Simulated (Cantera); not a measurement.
Feed: 1 mol Si, 0.0016 mol O2, 13 mol H2, held at 2123 K and 4300 Pa.

Cantera equilibrium calculation (NASA polynomials, part measured and part estimated; ideal gas, pure solids and liquids). Gases not in the tables: Si2H6 and higher silanes. Rates play no part.

| species | before | after |
|---|---|---|
| H2 | 0.978 | 1.000 |
| SiO | 0.000243 | 9.49e-5 |
| H | 0.0171 | 3.55e-6 |
| Si | 0.00395 | <1e-9 |
| SiH | 0.000419 | <1e-9 |
| Si2 | 5.41e-5 | <1e-9 |
| Si3 | 1.09e-5 | <1e-9 |
| SiH2 | 0.000201 | 4.93e-8 |
| Si(l), mol | 0.935 | 0 |
| Si(s), mol | 0 | 0.998 |
| SiO2(β-quartz), mol | 0 | 0.000982 |
Gas species are given as mole fractions.

Question: What was changed between the two runs?
A. O2 from 0.0016 to 3 mol
B. pressure from 4300 Pa to 18000 Pa
C. temperature from 2123 K to 2175 K
D. temperature from 2123 K to 1275 K

Answer: D, temperature from 2123 K to 1275 K. Mutual solubility and eutectic melting of coexisting phases are not modelled. The tables hold silica as quartz up to 1696 K and as liquid above; real silica turns to tridymite and cristobalite and melts near 1996 K…
